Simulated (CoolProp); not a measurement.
The fluid at 278.98 K and 0.0263 MPa is compressed adiabatically to 0.107 MPa with isentropic efficiency 0.9. The same conditions are run with several fluids, on thermodynamics alone (safety and materials aside).

The numbers come from the reference Helmholtz-energy equation of state of each fluid (n-perfluorobutane: Gao 2022; R245ca: Zhou 2016; carbonyl sulfide: Lemmon 2006; R13: Platzer 1990; R115: Lemmon 2016) in CoolProp. The equations of Platzer and Polt are older, rougher fits.

```tsv
fluid	work (kJ/kg)	final temperature (K)	final density (kg/m³)
n-perfluorobutane	15.3	298.1	10.7
R245ca	27.8	312.2	5.72
carbonyl sulfide	69.1	376.6	2.06
R13	37.7	337.4	4.01
R115	24.5	314.3	6.43
```
